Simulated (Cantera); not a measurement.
A perfectly stirred reactor is fed with CH2O : O2 : N2 = 0.018 : 0.019 : 1 (molar parts), at 0.987 atm; it is held at 1473 K, and followed from long to short residence time.

Computed with Cantera and GRI-Mech 3.0 (53 species, 325 reactions). The temperature is held fixed by assumption; the heat of reaction is taken as removed at once.

Question: Predict: x(CH2O) at τ = 4.00 s; x(O2) at τ = 4.00 s; x(NO) at τ = 4.00 s; x(N2O) at τ = 4.00 s; x(CO) at τ = 4.00 s; x(CH2O) at τ = 33.0 ms; x(O2) at τ = 33.0 ms; x(NO) at τ = 33.0 ms; x(N2O) at τ = 33.0 ms; x(CO) at τ = 33.0 ms.

Answer: 
| Property | Result |
|---|---|
| x(CH2O) at τ = 4.00 s | 2.74e-7 |
| x(O2) at τ = 4.00 s | 0.00109 |
| x(NO) at τ = 4.00 s | 6.50e-6 |
| x(N2O) at τ = 4.00 s | 1.48e-7 |
| x(CO) at τ = 4.00 s | 0.000212 |
| x(CH2O) at τ = 33.0 ms | 3.39e-6 |
| x(O2) at τ = 33.0 ms | 0.00228 |
| x(NO) at τ = 33.0 ms | 5.36e-6 |
| x(N2O) at τ = 33.0 ms | 9.82e-8 |
| x(CO) at τ = 33.0 ms | 0.00205 |
